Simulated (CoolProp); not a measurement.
Vapour-liquid equilibrium of R143a (1) + R152A (2) at 192.2 K; x and y are mole fractions of (1).

Computed with CoolProp (multi-fluid Helmholtz-energy mixture model, Lemmon and Jacobsen 2000 and Outcalt 1996; pair parameters Bell 2016).

| x | bubble pressure, mixture model (MPa) | bubble pressure, Raoult's law (MPa) | y, mixture model | y, Raoult's law |
|---|---|---|---|---|
| 0.05 | [?] | 0.003896 | 0.244 | 0.189 |
| 0.2 | 0.006399 | 0.005607 | 0.576 | 0.525 |
| 0.35 | [?] | 0.007317 | 0.722 | 0.705 |
| 0.5 | 0.009815 | 0.009028 | 0.812 | 0.816 |
| 0.65 | [?] | 0.01074 | [?] | 0.892 |
| 0.8 | 0.01275 | 0.01245 | 0.934 | 0.947 |
| 0.95 | 0.01423 | 0.01416 | 0.984 | 0.988 |

Q: Complete the blanks.

A: 
- 0.05, bubble pressure, mixture model (MPa): 0.004189
- 0.35, bubble pressure, mixture model (MPa): 0.008218
- 0.65, bubble pressure, mixture model (MPa): 0.01130
- 0.65, y, mixture model: 0.879

The largest gap from Raoult's law is +14.1 % in bubble pressure, at x = 0.2. No azeotrope shows between x = 0.05 and 0.95.

The pair parameters rest on a limited set of measurements; away from them the model extrapolates.
